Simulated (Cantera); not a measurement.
A Cantera script and what it prints.

```python
import numpy as np
import cantera as ct

gas_names = [...]  # 93 gases of nasa_gas.yaml made of C, H, N, Ti
cond_names = """
    C(gr) C6H6(L) C7H8(L) C8H18(L),n-octa Ti(a) Ti(b) Ti(L) TiC(s) TiC(L) TiN(s) TiN(L)
""".split()


# ... load() reads the species with a 1 bar reference pressure and builds the phases ...
atoms = {
    'TiN': {'Ti': 1, 'N': 1},
    'C': {'C': 1},
    'H2': {'H': 2},
}
top_T = {'C(gr)': 4500}  # K; cautious upper limits of use, not melting points


# ... equilibrate(T, P, feed) seeds the gas with the atoms and calls Mixture.equilibrate('TP', solver="vcs", rtol=1e-11, max_steps=5000) ...
results = []
feed = {'TiN': 1, 'C': 0.011, 'H2': 2.7}  # mol
T = 2625  # K
P = 6.9  # Pa
mix = equilibrate(T, P, feed)
results.append((T, P, feed, dict(zip(mix.species_names, mix.species_moles))))
x = sorted(zip(gas.X, gas.species_names), reverse=True)
print(f"T = {T:g} K  P = {P:g} Pa  gas = {mix.phase_moles(0):.4g} mol")
print("   x: " + "  ".join(f"{s} {v:.3e}" for v, s in x if v > 0.0001))
print("   condensed (mol): " + ("  ".join(f"{mix.phase(i).name} {mix.phase_moles(i):.4g}"
      for i in range(1, mix.n_phases) if mix.phase_moles(i) > 1e-12) or "none"))
```

Result:

```
T = 2625 K  P = 6.9 Pa  gas = 6.759 mol
   x: H 7.550e-01  Ti 1.480e-01  N2 7.356e-02  H2 2.182e-02  C 7.467e-04  CN 5.452e-04  HCN 2.304e-04
   condensed (mol): none
```

These are equilibrium values from Cantera (NASA tables, ideal gas, pure condensed phases), not measurements of a reactor.
